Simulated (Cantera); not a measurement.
**Thermodynamics of carbothermic reduction, feed Fe2O3 + CO**

A closed system holds: 1 mol Fe2O3, 4.3 mol CO, held at 7.50 Torr.

These are equilibrium values from Cantera (NASA tables, ideal gas, pure condensed phases), not measurements of a reactor. Candidate condensed phases: C, Fe, Fe(CO)5, FeO, Fe2O3, Fe3O4; 15 gas species. The tables' stoichiometric FeO is somewhat more stable than real wüstite, so its field is too wide. FeO: taken at fixed stoichiometry. Kinetics and transport are ignored.

```json
[
 {"T (K)": "1648", "x CO": "0.767", "x CO2": "0.233", "x Fe": "0.000128", "x FeO": "8.83e-7", "x O": "2.82e-8", "n FeO(s)": "2.00", "n FeO(l)": "0"},
 {"T (K)": "1698", "x CO": "0.767", "x CO2": "0.233", "x Fe": "0.000276", "x FeO": "2.42e-6", "x O": "8.91e-8", "n FeO(s)": "0", "n FeO(l)": "2.00"},
 {"T (K)": "1748", "x CO": "0.766", "x CO2": "0.233", "x Fe": "0.000569", "x FeO": "6.22e-6", "x O": "2.63e-7", "n FeO(s)": "0", "n FeO(l)": "2.00"},
 {"T (K)": "1798", "x CO": "0.765", "x CO2": "0.233", "x Fe": "0.00112", "x FeO": "1.51e-5", "x O": "7.34e-7", "n FeO(s)": "0", "n FeO(l)": "2.00"},
 {"T (K)": "1848", "x CO": "0.764", "x CO2": "0.234", "x Fe": "0.00212", "x FeO": "3.50e-5", "x O": "1.94e-6", "n FeO(s)": "0", "n FeO(l)": "1.99"},
 {"T (K)": "1898", "x CO": "0.761", "x CO2": "0.235", "x Fe": "0.00386", "x FeO": "7.73e-5", "x O": "4.89e-6", "n FeO(s)": "0", "n FeO(l)": "1.98"},
 {"T (K)": "1948", "x CO": "0.755", "x CO2": "0.238", "x Fe": "0.00674", "x FeO": "0.000163", "x O": "1.18e-5", "n FeO(s)": "0", "n FeO(l)": "1.97"},
 {"T (K)": "1998", "x CO": "0.747", "x CO2": "0.241", "x Fe": "0.0113", "x FeO": "0.000332", "x O": "2.77e-5", "n FeO(s)": "0", "n FeO(l)": "1.95"}
]
```
x: gas mole fraction; n: condensed amount in mol.

At 1648 K the condensed part is FeO(s). From 1698 K to 1998 K the condensed part is FeO(l). The main Fe-bearing gas is Fe throughout. The share of Fe in condensed phases is highest at 1648 K (100.0 %) and lowest at 1998 K (97.5 %).
